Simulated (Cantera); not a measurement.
Feed: 1 mol PbF₂, 8.8 mol H₂, equilibrated at 8.00 Pa.

Method: chemical equilibrium by Gibbs-energy minimisation in Cantera with the NASA 1993 tables (ideal gas, pure condensed phases). Candidate condensed phases: Pb, PbF₂; 16 gas species. Rates play no part.

Task: Which condensed phases are stable at each of these points (T (K)): 925, 1025, 1125, 1225, 1325, 1425, 1525, 1625, 1725, 1825, 1925, 2025?

Result: 
```json
[
 {"T (K)": "925", "condensed phases": "Pb(l)", "Pb condensed (%)": "66.1"},
 {"T (K)": "1025", "condensed phases": "gas only", "Pb condensed (%)": "0.0"},
 {"T (K)": "1125", "condensed phases": "gas only", "Pb condensed (%)": "0.0"},
 {"T (K)": "1225", "condensed phases": "gas only", "Pb condensed (%)": "0.0"},
 {"T (K)": "1325", "condensed phases": "gas only", "Pb condensed (%)": "0.0"},
 {"T (K)": "1425", "condensed phases": "gas only", "Pb condensed (%)": "0.0"},
 {"T (K)": "1525", "condensed phases": "gas only", "Pb condensed (%)": "0.0"},
 {"T (K)": "1625", "condensed phases": "gas only", "Pb condensed (%)": "0.0"},
 {"T (K)": "1725", "condensed phases": "gas only", "Pb condensed (%)": "0.0"},
 {"T (K)": "1825", "condensed phases": "gas only", "Pb condensed (%)": "0.0"},
 {"T (K)": "1925", "condensed phases": "gas only", "Pb condensed (%)": "0.0"},
 {"T (K)": "2025", "condensed phases": "gas only", "Pb condensed (%)": "0.0"}
]
```

At 925 K the condensed part is Pb(l). From 1025 K to 2025 K nothing is condensed.
